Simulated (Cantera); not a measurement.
Mixture: CO : H2 : CH4 : O2 : N2 = 1 : 0.18 : 0.12 : 1.38 : 5.81 (molar parts), at 0.977 atm, adiabatic and at constant volume. Ignition delay is the time to a rise of 400 K.

Model: GRI-Mech 3.0 (53 species, 325 reactions), integrated in Cantera. Below about 1000 K GRI-Mech 3.0 lacks low-temperature oxidation paths. Below about 950 K walls govern HO2 and H2O2 in real vessels.

Task: Predict: delay at 850 K; delay at 950 K; delay at 1050 K; delay at 1150 K; delay at 1250 K; delay at 1350 K; apparent activation energy between 1150 and 1350 K.

Result: 
```json
{
  "delay at 850 K": "0.526 s",
  "delay at 950 K": "8.00 ms",
  "delay at 1050 K": "1.08 ms",
  "delay at 1150 K": "0.335 ms",
  "delay at 1250 K": "0.166 ms",
  "delay at 1350 K": "0.105 ms",
  "apparent activation energy between 1150 and 1350 K": "75 kJ/mol"
}
```
